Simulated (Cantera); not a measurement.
An adiabatic, constant-volume homogeneous reactor starts with CH₄ : C₂H₆ : O₂ : N₂ = 1 : 0.042 : 2.75 : 33 (molar parts), at 1725 K and 1.09 atm.

Detailed kinetics in Cantera: GRI-Mech 3.0 (53 species, 325 reactions).

Question: Predict: time of steepest temperature rise; temperature at 0.600 s; equilibrium temperature; x(O₂) at 0.600 s; x(OH) at 0.600 s; x(O) at 0.600 s; x(NO) at 0.600 s.

Answer: 
```
Quantity                                                               Value
---------------------------------  -----------------------------------------
time of steepest temperature rise                                   0.138 ms
temperature at 0.600 s                                                2425 K
equilibrium temperature                                               2425 K
x(O₂) at 0.600 s                       0.0149 (gas-phase equilibrium 0.0149)
x(OH) at 0.600 s                     0.00386 (gas-phase equilibrium 0.00386)
x(O) at 0.600 s                    0.000974 (gas-phase equilibrium 0.000974)
x(NO) at 0.600 s                     0.00570 (gas-phase equilibrium 0.00570)
```
